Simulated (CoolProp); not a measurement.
R1123 at several states: Z from the reference equation and from simpler models built on Tc = 331.7 K, pc = 4.549 MPa, ω = 0.243; each cubic takes its own stable root.

The numbers come from the reference Helmholtz-energy equation of state, Akasaka 2020 in CoolProp.

```json
[
 {"T (K)": "338.7", "p (MPa)": "0.242", "phase": "gas", "reference": "0.9825", "van der Waals": "0.9848", "Soave-Redlich-Kwong": "0.9829", "Peng-Robinson": "0.9809"},
 {"T (K)": "403.7", "p (MPa)": "3.81", "phase": "gas", "reference": "0.8459", "van der Waals": "0.8277", "Soave-Redlich-Kwong": "0.8551", "Peng-Robinson": "0.8328"},
 {"T (K)": "476.6", "p (MPa)": "0.0642", "phase": "gas", "reference": "0.9987", "van der Waals": "0.9983", "Soave-Redlich-Kwong": "0.9988", "Peng-Robinson": "0.9985"},
 {"T (K)": "337.1", "p (MPa)": "8.87", "phase": "supercritical", "reference": "0.3032", "van der Waals": "0.4239", "Soave-Redlich-Kwong": "0.3544", "Peng-Robinson": "0.3201"}
]
```
